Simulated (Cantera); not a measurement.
A freely propagating, adiabatic, planar premixed flame of CH4 : O2 : N2 = 1 : 1.54 : 4.31 (molar parts), unburnt at 400 K and 300 Torr; mixture-averaged transport, grid criteria slope 0.08 and curve 0.16, no radiation.

Computed with Cantera and GRI-Mech 3.0 (53 species, 325 reactions). Burning velocities carry a grid error of a few per cent, more on coarse grids.

Task: What does this change do: inlet temperature 400 to 548 K?

Result: 
```
quantity                     before     after
------------------------  ---------  --------
laminar burning velocity  94.8 cm/s  158 cm/s
thermal thickness          0.713 mm  0.645 mm
peak x(HCO)                 9.74e-5  0.000120
peak x(CH3)                 0.00679   0.00778
```
